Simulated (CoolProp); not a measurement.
R113 along the isobar 19300 kPa: fugacity coefficient from the reference equation and from simpler models built on Tc = 487.2 K, pc = 3392 kPa, ω = 0.253; each cubic takes its own stable root.

The numbers come from the reference Helmholtz-energy equation of state, Marx 1992 in CoolProp.

```tsv
T (K)	phase	reference
329.6	liquid	0.01576
341	liquid	0.02152
352.4	liquid	0.02862
363.7	liquid	0.03710
375.1	liquid	0.04721
386.4	liquid	0.05884
397.8	liquid	0.07224
409.1	liquid	0.08717
420.5	liquid	0.1039
431.9	liquid	0.1222
443.2	liquid	0.1419
454.6	liquid	0.1631
465.9	liquid	0.1855
477.3	liquid	0.2092
488.6	supercritical	0.2338
500	supercritical	0.2594
```

Problem. How far does each simpler model (van der Waals, Soave-Redlich-Kwong) lie from the reference over these 16 states: mean and median of the absolute difference, and the worst?

Solution. 
- van der Waals: mean 167.5 %, median 116.3 %, worst +509.2 % at 329.6 K and 19300 kPa
- Soave-Redlich-Kwong: mean 7.0 %, median 7.0 %, worst +8.2 % at 500 K and 19300 kPa
